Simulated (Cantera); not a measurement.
Ignition delay

Mixture: 31.9 % CO, 6.70 % H2, 12.9 % O2, 48.5 % N2, at 100000 Pa, adiabatic and at constant volume. Ignition delay is the time to a rise of 400 K.

Cantera simulation using GRI-Mech 3.0 (53 species, 325 reactions); the numbers are that mechanism's predictions, not measurements. Where the delays flatten at high temperature, the 400 K rule measures the pace of heat release, not the induction time.

```json
[
 {"T0 (K)": "1100", "delay (ms)": "0.138"},
 {"T0 (K)": "1150", "delay (ms)": "0.0992"},
 {"T0 (K)": "1200", "delay (ms)": "0.0764"},
 {"T0 (K)": "1250", "delay (ms)": "0.0616"},
 {"T0 (K)": "1300", "delay (ms)": "0.0516"},
 {"T0 (K)": "1350", "delay (ms)": "0.0445"}
]
```
